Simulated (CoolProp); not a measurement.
The numbers come from the reference Helmholtz-energy equation of state, Lemmon 2005 in CoolProp. It is a short technical equation, of lower accuracy than the large ones.

Give the vapour pressure (kPa), liquid cp (kJ/(kg K)), vapour Z of saturated trans-2-butene at 297.1, 301.7, 306.3 K.


```json
[
 {"T (K)": "297.1", "p (kPa)": "226", "liquid cp (kJ/(kg K))": "2.32", "vapour Z": "0.927"},
 {"T (K)": "301.7", "p (kPa)": "261", "liquid cp (kJ/(kg K))": "2.35", "vapour Z": "0.920"},
 {"T (K)": "306.3", "p (kPa)": "301", "liquid cp (kJ/(kg K))": "2.37", "vapour Z": "0.912"}
]
```
